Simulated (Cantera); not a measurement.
Feed: 1 mol SiC, 1 mol N₂O, 1.9 mol H₂, equilibrated at 0.105 Torr.

Cantera equilibrium calculation (NASA polynomials, part measured and part estimated; ideal gas, pure solids and liquids). Candidate condensed phases: C, C₆H₆, C₇H₈, C₈H₁₈, H₂O, Si, SiC, SiO₂, Si₂N₂O, Si₃N₄; 151 gas species. The tables' values for SiN are old estimates; treat these amounts as uncertain. Gases not in the tables: Si₂H₆ and higher silanes. Equilibrium is a limit: real reactors are often held back by kinetics, nucleation or transport. All values below are at 1923 K.

Base state: H₂ 0.425, N₂ 0.237, CO 0.142, SiO 0.0952, H 0.0519, Si 0.0459, Si₂C 0.000897, HCN 0.000368 (mole fractions); condensed: SiC(s).

Question: What changes in the equilibrium state with this change: N₂O from 1 to 0.42 mol?

Answer: 
```
species       before    after
-----------  -------  -------
H₂             0.425    0.611
N₂             0.237    0.142
CO             0.142   0.0922
SiO           0.0952   0.0498
H             0.0519   0.0622
Si            0.0459   0.0413
Si₂N         4.47e-5  2.79e-5
SiN          8.35e-5  5.80e-5
Si₃          1.26e-5  9.13e-6
SiC(s), mol    0.395    0.724
```
